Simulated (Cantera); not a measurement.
Cantera with NASA thermochemical tables; ideal gases at 1 bar, condensed phases pure. Values are per mole of reaction as written; species without (g) are pure solids or liquids, kept so even where they would boil at 1 bar.

5 O(g) + 2 V → V2O5

```tsv
T (K)	ΔH° (kJ)	ΔS° (J/K)	ΔG° (kJ)	log10 K
623	[?]	[?]	[?]	[?]
698	[?]	[?]	[?]	[?]
773	-2796.2	-735.1	-2227.9	150.55
848	[?]	[?]	[?]	[?]
923	-2793.8	-732.3	-2117.9	119.85
```

Problem. Fill in the missing entries.

Solution. 
- 623, ΔH° (kJ): -2798.0
- 623, ΔS° (J/K): -737.7
- 623, ΔG° (kJ): -2338.4
- 623, log10 K: 196.06
- 698, ΔH° (kJ): -2797.2
- 698, ΔS° (J/K): -736.4
- 698, ΔG° (kJ): -2283.1
- 698, log10 K: 170.85
- 848, ΔH° (kJ): -2795.0
- 848, ΔS° (J/K): -733.7
- 848, ΔG° (kJ): -2172.8
- 848, log10 K: 133.84
